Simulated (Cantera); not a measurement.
Hydrocarbon pyrolysis for carbon deposition

A perfectly stirred reactor is fed with C2H4 : H2 : N2 = 1 : 5.6 : 0.12 (molar parts), at 27.0 Torr; it is held at 1550 K, and followed from long to short residence time.

Computed with Cantera and GRI-Mech 3.0 (53 species, 325 reactions). GRI-Mech 3.0 was tuned for natural gas; its chemistry of ethylene as a main component is partial and can be far from experiment. GRI-Mech 3.0 stops at C3 and has no aromatics, soot or wall deposition, so with more carbon than oxygen in the feed, carbon stays in small species such as C2H2 where larger ones or solid carbon would form. Radical loss at walls, strong at low pressure, is not modelled.

```csv
τ (s),x C2H4,x H2,x CH2,x C2H2,x C2H6,x CH4,x C2H
1.5,0.00376,0.854,1.51e-10,0.126,2.69e-7,0.000420,3.03e-8
0.84,0.00743,0.854,1.53e-10,0.123,4.50e-7,0.000338,2.20e-8
0.48,0.0146,0.853,1.94e-10,0.117,7.30e-7,0.000281,1.56e-8
0.28,0.0265,0.851,2.61e-10,0.106,1.10e-6,0.000231,1.10e-8
0.16,0.0448,0.848,3.47e-10,0.0905,1.56e-6,0.000179,7.52e-9
0.090,0.0683,0.845,4.36e-10,0.0700,2.02e-6,0.000126,4.83e-9
0.052,0.0914,0.842,4.98e-10,0.0499,2.31e-6,8.19e-5,2.94e-9
0.030,0.112,0.839,5.12e-10,0.0323,2.34e-6,4.72e-5,1.61e-9
0.017,0.127,0.836,4.60e-10,0.0188,2.02e-6,2.27e-5,7.42e-10
0.0097,0.137,0.835,3.45e-10,0.0101,1.41e-6,8.87e-6,2.78e-10
```
x: mole fraction; the columns are a selection and need not sum to one.
